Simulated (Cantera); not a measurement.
An isothermal, constant-pressure homogeneous reactor starts with 37.1 % H₂, 28.6 % O₂, 34.3 % N₂, equivalence ratio 0.65, at 1025 K and 0.987 atm.

Detailed kinetics in Cantera: the H2/O2 subset of GRI-Mech 3.0, which has no nitrogen chemistry. The temperature is held fixed by assumption; the heat of reaction is taken as removed at once.

One state of this run: x H₂ = 2.37e-10; x O₂ = 0.123; x H₂O = 0.456; x HO₂ = 1.96e-9; x OH = 3.47e-7. x: mole fraction; the columns are a selection and need not sum to one.

Which value of t (s) does it belong to?
A. 10.5
B. 0.237
C. 27.1
D. 0.000800

C, 27.1
